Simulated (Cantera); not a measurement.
# K₂SO₄ + CO₂ (calcination and drying)

Feed: 1 mol K₂SO₄, 0.32 mol CO₂, held at 0.00170 bar.

These are equilibrium values from Cantera (NASA tables, ideal gas, pure condensed phases), not measurements of a reactor. Candidate condensed phases: C, K, KO₂, K₂CO₃, K₂O, K₂O₂, K₂S, K₂SO₄, S; 26 gas species. The numbers say what is thermodynamically allowed, not how fast it happens.

```csv
T (K),log p K,log p CO₂,log p K₂SO₄,log p SO₂,log p O₂,log p O,n K₂SO₄(l)
1598,-3.45,-3.30,-3.31,-3.75,-3.75,-6.73,0.581
1648,-3.25,-3.69,-3.44,-3.55,-3.55,-6.37,0
1698,-3.15,-3.82,-3.92,-3.45,-3.45,-6.08,0
1748,-3.11,-3.88,-4.63,-3.41,-3.41,-5.84,0
1798,-3.11,-3.90,-5.39,-3.41,-3.41,-5.63,0
1848,-3.11,-3.91,-6.13,-3.41,-3.41,-5.43,0
1898,-3.11,-3.91,-6.84,-3.41,-3.41,-5.24,0
1948,-3.11,-3.92,-7.52,-3.41,-3.41,-5.06,0
1998,-3.11,-3.93,-8.16,-3.41,-3.41,-4.89,0
2048,-3.11,-3.95,-8.77,-3.41,-3.41,-4.72,0
```
log p: log10 of the partial pressure in bar; n: condensed amount in mol.

At 1598 K the condensed part is K₂SO₄(l). From 1648 K to 2048 K nothing is condensed. The main K-bearing gas is K₂SO₄ at 1598 K and K at 2048 K.
